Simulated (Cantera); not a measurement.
A perfectly stirred reactor is fed with CH4 : CO2 : H2 : H2O = 1 : 1.7 : 0.064 : 0.012 (molar parts), at 0.110 bar; it is held at 1925 K, and followed from long to short residence time.

Computed with Cantera and GRI-Mech 3.0 (53 species, 325 reactions).

One state of this run: x CH4 = 0.229; x CO2 = 0.533; x H2 = 0.132; x C2H2 = 0.0334; x CH2O = 0.000187. x: mole fraction; the columns are a selection and need not sum to one.

**Question.** Which value of τ (s) does it belong to?
(A) 0.0011
(B) 0.023
(C) 2.3
(D) 11

**Answer.** A, 0.0011
